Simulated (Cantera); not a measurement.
An isothermal plug-flow reactor at 775 K and 3.00 bar (inlet), inlet velocity 1.4 m/s, active area per volume 620 1/m; feed H2 : O2 : N2 : H2O = 0.0042 : 0.15 : 0.79 : 0.0061 (molar parts), equivalence ratio 0.014.

Computed with Cantera and Deutschmann's 1995 Pt surface mechanism with GRI-Mech 3.0 gas chemistry. Catalytic surfaces can have several steady states; this one follows from the mechanism file's or the stated starting coverage. Mass transfer to the wall is taken as infinitely fast.

### Question
Predict: x(H2) at z = 0.021 m; x(O2) at z = 0.021 m; x(H2O) at z = 0.021 m; θ(free Pt) at the exit; θ(O*) at the exit; θ(OH*) at the exit.

### Answer
| Property | Result |
|---|---|
| x(H2) at z = 0.021 m | 2.28e-5 |
| x(O2) at z = 0.021 m | 0.156 |
| x(H2O) at z = 0.021 m | 0.0108 |
| θ(free Pt) at the exit | 0.0131 |
| θ(O*) at the exit | 0.984 |
| θ(OH*) at the exit | 0.00251 |
